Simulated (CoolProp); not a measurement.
A simple Rankine cycle with R365MFC: condensing at 292.15 K, boiler at 0.915 MPa, turbine inlet 499 K, turbine efficiency 0.7, pump efficiency 0.8, no recuperator. Each further row changes one setting.

Computed with CoolProp (reference Helmholtz-energy equation of state, Lemmon 2016).

```
case                             thermal efficiency (%)  net work (kJ/kg)  heat in (kJ/kg)  turbine exit temperature (K)  volume ratio over the turbine
-------------------------------  ----------------------  ----------------  ---------------  ----------------------------  -----------------------------
as stated                                          12.3              52.8              430                         451.5                     (withheld)
condensing temperature 284.15 K              (withheld)        (withheld)       (withheld)                         446.7                     (withheld)
boiler pressure 0.64 MPa                     (withheld)              47.6              432                         457.8                           14.0
turbine efficiency 0.6                       (withheld)        (withheld)              430                         457.7                           20.5
```

Question: Some entries are withheld; supply them.

Answer: 
- as stated, volume ratio over the turbine: 20.2
- condensing temperature 284.15 K, thermal efficiency (%): 13.3
- condensing temperature 284.15 K, net work (kJ/kg): 58.7
- condensing temperature 284.15 K, heat in (kJ/kg): 440
- condensing temperature 284.15 K, volume ratio over the turbine: 28.5
- boiler pressure 0.64 MPa, thermal efficiency (%): 11.0
- turbine efficiency 0.6, thermal efficiency (%): 10.5
- turbine efficiency 0.6, net work (kJ/kg): 45.2
